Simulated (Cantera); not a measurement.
Input: 1 mol PbO, 2000 mol H₂, 1.1 mol N₂, held at 1900 °C and 10000 Pa.

Equilibrium computed with Cantera from the NASA thermochemical tables; the gas is ideal and each condensed phase is pure. Candidate condensed phases: H₂O, Pb, PbO, PbO₂, Pb₃O₄; 27 gas species. The numbers say what is thermodynamically allowed, not how fast it happens.

Base state: H₂ 0.983, H 0.0151, N₂ 0.000545, Pb 0.000496, H₂O 0.000495 (mole fractions); condensed: gas only.

Question: What changes in the equilibrium state with this change: temperature from 1900 °C to 575 °C?

Answer: 
```json
[
 {"species": "H₂", "before": "0.983", "after": "0.999"},
 {"species": "N₂", "before": "0.000545", "after": "0.000547"},
 {"species": "H₂O", "before": "0.000495", "after": "0.000500"},
 {"species": "H", "before": "0.0151", "after": "<1e-9"},
 {"species": "Pb", "before": "0.000496", "after": "3.01e-6"},
 {"species": "Pb(l), mol", "before": "0", "after": "0.994"}
]
```

Question: What changes in the equilibrium state with this change: PbO replaced by Al₂O₃?

Answer: 
```
species          before     after
-------------  --------  --------
H₂                0.983     0.983
H                0.0151    0.0151
H₂O            0.000495   0.00106
Pb             0.000496         0
Al                    0  0.000431
Al₂O                  0  0.000171
AlOH                  0   6.13e-5
AlH                   0   2.66e-5
Al₂O₃(s), mol         0     0.129
```
The tables' values for AlOH are old estimates; treat these amounts as uncertain. Further candidate phases: Al, AlN, Al₂O₃.
